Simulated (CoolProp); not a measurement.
Vapour-liquid equilibrium of R22 (1) + c-C4F8 (RC318) (2) at 1610 kPa; x and y are mole fractions of (1).

Computed with CoolProp (multi-fluid Helmholtz-energy mixture model, Kamei 1995 and Platzer 1990; pair parameters Bell 2016). This equation is an older, rougher fit; its heat capacities, sound speeds and derivatives of the liquid may be far off and weren't checked against measurements.

Question: Give the bubble temperature and the first vapour's composition at x = 0.05, 0.5, 0.725. Is there an azeotrope?

Answer: x = 0.05: 359.4 K, y = 0.076; x = 0.5: 328.0 K, y = 0.726; x = 0.725: 319.9 K, y = 0.849. No azeotrope shows between x = 0.05 and 0.95.

Pair parameters are fitted to limited data, so mixtures are less certain than the pure fluids. The gap from Raoult's law changes sign with composition, which may be real or a fault of the pair parameters; it wasn't checked against measurements.
